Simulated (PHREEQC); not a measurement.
**Silver or lead bath**

Solution (43 °C): 85 mmol/kgw Pb(NO3)2, 0.078 mmol/kgw NaCl and 0.98 mmol/kgw Na2SO4. Closed to the air; pH follows from the charge balance.

The numbers come from PHREEQC with the ion-association model, phreeqc.dat.

This is a speciation only: nothing precipitates in the calculation.

Estimate the pH, ionic strength.

pH 4.39; ionic strength 0.194 mol/kgw.

In which forms is Cl present?

Cl- 52 %, PbCl+ 48 % of the Cl.

Saturation is exceeded, for instance for Anglesite; the values hold only as long as no solid forms. Species that the database lacks are ignored. Constants without temperature data keep their 25 °C values here.
